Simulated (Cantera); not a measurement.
Cantera run, input and output.

```python
import numpy as np
import cantera as ct

gas = ct.Solution("gri30.yaml")
gas.TPX = 1150, 2666, {'N2O': 1, 'H2O': 0.15}
reactor = ct.IdealGasConstPressureReactor(gas, energy="off", clone=False)
net = ct.ReactorNet([reactor])
net.rtol, net.atol = 1e-08, 1e-18
show = ['N2O', 'H2O', 'HO2', 'H2O2', 'N2']
times = np.geomspace(2e-06, 100, 10)

steps = ct.SolutionArray(gas, extra=["t"])
rows = []
print(f"{'t/s':>10s}{'T/K':>9s}{'P/Pa':>11s}" + "".join(f"{s:>11s}" for s in show))
for t in times:
    while net.time < t:
        t_next = net.step()
        steps.append(gas.state, t=t_next)
    rows.append([np.interp(t, steps.t, y) for y in (steps.T, steps.P, *steps(*show).X.T)])
    print(f"{t:10.3e}{rows[-1][0]:9.1f}{rows[-1][1]:11.4g}" + "".join(f"{x:11.3e}" for x in rows[-1][2:]))
rate = np.gradient(steps.T, steps.t)
print("integrator steps:", len(steps.t))
if steps.T.max() > steps.T[0] + 200:
    print(f"time of steepest temperature rise: {steps.t[rate.argmax()]:.4e} s")
gas.TPX = 1150, 2666, {'N2O': 1, 'H2O': 0.15}
gas.equilibrate("TP")
print(f"equilibrium (TP): T = {gas.T:.1f} K  " + "  ".join(f"{s} {gas[s].X[0]:.3e}" for s in show))
```

It prints:

```
       t/s      T/K       P/Pa        N2O        H2O        HO2       H2O2         N2
 2.000e-06   1150.0       2666  8.696e-01  1.304e-01  2.391e-16  3.693e-23  8.792e-09
 1.434e-05   1150.0       2666  8.696e-01  1.304e-01  8.503e-14  9.174e-20  6.417e-08
 1.028e-04   1150.0       2666  8.696e-01  1.304e-01  2.887e-11  2.308e-16  5.119e-07
 7.368e-04   1150.0       2666  8.696e-01  1.304e-01  6.563e-09  4.322e-13  4.957e-06
 5.282e-03   1150.0       2666  8.695e-01  1.304e-01  5.196e-07  4.410e-10  4.155e-05
 3.786e-02   1150.0       2666  8.691e-01  1.304e-01  5.462e-06  1.472e-07  3.173e-04
 2.714e-01   1150.0       2666  8.661e-01  1.303e-01  4.214e-06  1.048e-07  2.334e-03
 1.946e+00   1150.0       2666  8.452e-01  1.293e-01  2.465e-06  3.806e-08  1.649e-02
 1.395e+01   1150.0       2666  7.155e-01  1.234e-01  7.090e-07  6.976e-09  1.040e-01
 1.000e+02   1150.0       2666  2.648e-01  1.029e-01  7.582e-08  3.101e-09  4.084e-01
integrator steps: 1379
equilibrium (TP): T = 1150.0 K  N2O 1.441e-09  H2O 9.091e-02  HO2 3.807e-09  H2O2 1.227e-10  N2 6.060e-01
```

Computed with Cantera and GRI-Mech 3.0 (53 species, 325 reactions). GRI-Mech 3.0 was tuned for natural gas; its chemistry of N2O as a main component is partial and can be far from experiment. Radical loss at walls, strong at low pressure, is not modelled. The mechanism lacks the step 2 NO + O2 → 2 NO2, which can matter for NO2 below about 1400 K. The temperature is held fixed by assumption; the heat of reaction is taken as removed at once.
